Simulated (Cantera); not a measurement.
Standard-state values (1 bar) from the NASA 1993 polynomials, evaluated with Cantera. Values are per mole of reaction as written; species without (g) are pure solids or liquids, kept so even where they would boil at 1 bar.

### Question
Between 300 and 1550 K, where is each reaction favourable under standard conditions?
- 0.5 C + F2(g) ⇌ 0.5 CF4(g)
- 0.6667 C + F2(g) ⇌ 0.6667 CF3(g)
- 0.5 Si + F2(g) ⇌ 0.5 SiF4(g)

### Answer
- 0.5 C + F2(g) ⇌ 0.5 CF4(g): ΔG° is -444 kJ at 300 K and -349 kJ at 1550 K; it stays negative (K > 1). ΔH° is -466 kJ and ΔS° -76 J/K at 1550 K.
- 0.6667 C + F2(g) ⇌ 0.6667 CF3(g): ΔG° is -305 kJ at 300 K and -265 kJ at 1550 K; it stays negative (K > 1). ΔH° is -315 kJ and ΔS° -32 J/K at 1550 K.
- 0.5 Si + F2(g) ⇌ 0.5 SiF4(g): ΔG° is -786 kJ at 300 K and -696 kJ at 1550 K; it stays negative (K > 1). ΔH° is -808 kJ and ΔS° -72 J/K at 1550 K.
